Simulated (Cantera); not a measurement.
Feed: 1 mol SiH₄, 0.18 mol CH₄, 14 mol H₂, at 5.90 mbar.

Equilibrium computed with Cantera from the NASA thermochemical tables; the gas is ideal and each condensed phase is pure. Candidate condensed phases: C, C₆H₆, C₇H₈, C₈H₁₈, Si, SiC; 87 gas species. Mutual solubility and eutectic melting of coexisting phases are not modelled. Gases not in the tables: Si₂H₆ and higher silanes. Kinetics and transport are ignored.

x: gas mole fraction; n: condensed amount in mol.

```json
[
 {"T (°C)": "1200", "x H₂": "1.000", "x H": "0.000165", "x Si": "9.28e-7", "x Si₂C": "1.14e-9", "x SiC₂": "<1e-12", "n Si(s)": "0.820", "n SiC(s)": "0.180", "n Si(l)": "0"},
 {"T (°C)": "1300", "x H₂": "0.999", "x H": "…", "x Si": "…", "x Si₂C": "…", "x SiC₂": "…", "n Si(s)": "0.820", "n SiC(s)": "0.180", "n Si(l)": "0"},
 {"T (°C)": "1400", "x H₂": "0.998", "x H": "0.00148", "x Si": "7.08e-5", "x Si₂C": "3.62e-7", "x SiC₂": "8.28e-11", "n Si(s)": "0.818", "n SiC(s)": "0.180", "n Si(l)": "0"},
 {"T (°C)": "1500", "x H₂": "0.996", "x H": "0.00370", "x Si": "0.000361", "x Si₂C": "3.31e-6", "x SiC₂": "2.02e-9", "n Si(s)": "0", "n SiC(s)": "0.180", "n Si(l)": "0.813"},
 {"T (°C)": "1600", "x H₂": "0.990", "x H": "0.00836", "x Si": "0.00149", "x Si₂C": "2.30e-5", "x SiC₂": "3.61e-8", "n Si(s)": "0", "n SiC(s)": "0.180", "n Si(l)": "0.792"},
 {"T (°C)": "1700", "x H₂": "0.977", "x H": "0.0174", "x Si": "0.00535", "x Si₂C": "0.000131", "x SiC₂": "4.78e-7", "n Si(s)": "0", "n SiC(s)": "0.178", "n Si(l)": "0.720"},
 {"T (°C)": "1800", "x H₂": "0.948", "x H": "0.0333", "x Si": "0.0169", "x Si₂C": "0.000623", "x SiC₂": "4.91e-6", "n Si(s)": "0", "n SiC(s)": "0.169", "n Si(l)": "0.499"},
 {"T (°C)": "1900", "x H₂": "0.895", "x H": "0.0594", "x Si": "0.0413", "x Si₂C": "0.00221", "x SiC₂": "4.70e-5", "n Si(s)": "0", "n SiC(s)": "0.138", "n Si(l)": "0"},
 {"T (°C)": "2000", "x H₂": "0.851", "x H": "0.101", "x Si": "0.0421", "x Si₂C": "0.00314", "x SiC₂": "0.000813", "n Si(s)": "0", "n SiC(s)": "0.0756", "n Si(l)": "0"},
 {"T (°C)": "2100", "x H₂": "0.787", "x H": "0.161", "x Si": "0.0452", "x Si₂C": "0.00214", "x SiC₂": "0.00229", "n Si(s)": "0", "n SiC(s)": "0", "n Si(l)": "0"},
 {"T (°C)": "2200", "x H₂": "…", "x H": "…", "x Si": "0.0454", "x Si₂C": "…", "x SiC₂": "0.00249", "n Si(s)": "0", "n SiC(s)": "0", "n Si(l)": "0"},
 {"T (°C)": "2300", "x H₂": "0.604", "x H": "0.347", "x Si": "0.0437", "x Si₂C": "0.000355", "x SiC₂": "0.00243", "n Si(s)": "0", "n SiC(s)": "0", "n Si(l)": "0"}
]
```

**Question.** What belongs in the gaps?

**Answer.** 
- 1300, x H: 0.000529
- 1300, x Si: 9.32e-6
- 1300, x Si₂C: 2.45e-8
- 1300, x SiC₂: 2.70e-12
- 2200, x H₂: 0.705
- 2200, x H: 0.244
- 2200, x Si₂C: 0.000891
